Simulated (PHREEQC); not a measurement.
1 kg of water holding 0.022 mol/kgw K2SO4, 0.0093 mol/kgw NaCl and 0.048 mol/kgw Na2SO4 is evaporated at 75 °C; the solids stay in contact with the brine. CO2 from the air is kept out. The run lets Arcanite, Glaserite, Halite, Mirabilite, Misenite, Sylvite, Thenardite precipitate or redissolve, and no other solid.

The series has 28 steps of water left (kg), from 1 to 0.005012.

Computed with PHREEQC (Pitzer model, pitzer.dat).

Question: Which solids form, in which order, and at which step of the series does each first stand?

Answer: Glaserite from water left = 0.02407 kg; Thenardite from water left = 0.01337 kg.

Away from 25 °C the constants follow the database's enthalpies or fits; those with neither stay at their 25 °C values.
